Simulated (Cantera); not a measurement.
Feed: 1 mol n-butane, 0.2 mol CO₂, 1.4 mol N₂, 0.22 mol O₂, equilibrated at 0.100 bar.

Equilibrium computed with Cantera from the NASA thermochemical tables; the gas is ideal and each condensed phase is pure. Candidate condensed phases: C, C₆H₆, C₇H₈, C₈H₁₈, H₂O; 136 gas species. The numbers say what is thermodynamically allowed, not how fast it happens.

Question: At 1000 K, list the 5 most abundant gas species with their mole fractions, and the condensed phases.

Answer: H₂ 0.684, N₂ 0.195, CO 0.113, CH₄ 0.00447, H₂O 0.00304. Condensed: C(graphite).
